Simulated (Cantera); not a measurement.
# Low-pressure radical oxidation in H2/O2

An isothermal, constant-pressure homogeneous reactor starts with H2 : O2 : N2 = 0.0068 : 1 : 0.79 (molar parts), equivalence ratio 0.0034, at 1225 K and 140 Pa.

Model: GRI-Mech 3.0 (53 species, 325 reactions), integrated in Cantera. Radical loss at walls, strong at low pressure, is not modelled.

```tsv
t (s)	x H2	x O2	x H2O2	x H2O	x NO2	x NO
0.000400	0.00378	0.557	<1e-12	<1e-12	<1e-12	<1e-12
0.00159	0.00378	0.557	<1e-12	2.51e-11	<1e-12	<1e-12
0.00633	0.00378	0.557	<1e-12	7.09e-10	<1e-12	<1e-12
0.0252	0.00378	0.557	3.73e-12	2.30e-8	<1e-12	<1e-12
0.100	0.00376	0.557	4.76e-11	2.01e-5	<1e-12	<1e-12
0.399	1.14e-5	0.553	7.12e-10	0.00355	<1e-12	1.65e-10
1.59	1.08e-5	0.553	7.01e-10	0.00356	<1e-12	1.06e-9
6.32	9.75e-6	0.553	6.91e-10	0.00357	<1e-12	4.74e-9
25.1	6.82e-6	0.554	6.48e-10	0.00362	<1e-12	1.49e-8
100	2.46e-6	0.555	4.87e-10	0.00370	<1e-12	3.07e-8
```
x: mole fraction; the columns are a selection and need not sum to one.

Equilibrium at this temperature and pressure: H2 2.89e-9, O2 0.556, H2O2 3.15e-12, H2O 0.00379, NO2 2.63e-7, NO 0.000288 (gas phase only).
